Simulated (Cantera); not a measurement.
An isothermal, constant-pressure homogeneous reactor starts with CO : O2 : H2O : N2 = 0.0014 : 0.045 : 0.0083 : 1 (molar parts), at 1500 K and 5.00 bar.

Model: GRI-Mech 3.0 (53 species, 325 reactions), integrated in Cantera.

x: mole fraction; the columns are a selection and need not sum to one.

| t (s) | x CO | x O2 | x H2O | x NO | x H2 | x OH | x N2O |
|---|---|---|---|---|---|---|---|
| 4.00e-5 | 0.00133 | 0.0427 | 0.00787 | <1e-12 | 4.21e-10 | 4.17e-8 | 1.52e-11 |
| 0.000137 | 0.00133 | 0.0427 | 0.00787 | <1e-12 | 1.32e-8 | 5.54e-7 | 2.55e-10 |
| 0.000466 | 0.00120 | 0.0426 | 0.00783 | 4.94e-10 | 3.49e-6 | 7.26e-5 | 8.35e-8 |
| 0.00159 | ___ | 0.0421 | 0.00783 | ___ | ___ | 7.08e-5 | ___ |
| 0.00543 | 2.33e-5 | 0.0420 | 0.00786 | 9.67e-8 | 3.21e-7 | 2.78e-5 | 1.37e-6 |
| 0.0185 | 9.24e-7 | 0.0420 | 0.00787 | 1.14e-7 | 5.06e-8 | 1.21e-5 | 4.61e-7 |
| 0.0632 | 1.54e-8 | 0.0420 | 0.00787 | 1.19e-7 | 3.27e-8 | 9.85e-6 | 9.35e-8 |
| 0.216 | 1.43e-8 | 0.0420 | 0.00787 | 1.29e-7 | 3.27e-8 | 9.85e-6 | 9.07e-8 |
| 0.737 | 1.43e-8 | 0.0420 | 0.00787 | 1.63e-7 | 3.27e-8 | 9.85e-6 | 9.07e-8 |
| 2.51 | 1.43e-8 | 0.0420 | 0.00787 | 2.78e-7 | 3.27e-8 | 9.85e-6 | 9.07e-8 |
| 8.58 | 1.43e-8 | 0.0420 | 0.00787 | 6.71e-7 | 3.27e-8 | 9.85e-6 | 9.07e-8 |
| 29.3 | 1.43e-8 | 0.0420 | 0.00787 | ___ | 3.27e-8 | 9.85e-6 | 9.07e-8 |
| 100 | 1.43e-8 | 0.0420 | 0.00787 | 6.59e-6 | 3.27e-8 | 9.85e-6 | 9.07e-8 |

Question: Complete the blanks.

Answer: 
- 0.00159, x CO: 0.000259
- 0.00159, x NO: 4.61e-8
- 0.00159, x H2: 2.59e-6
- 0.00159, x N2O: 1.24e-6
- 29.3, x NO: 2.01e-6
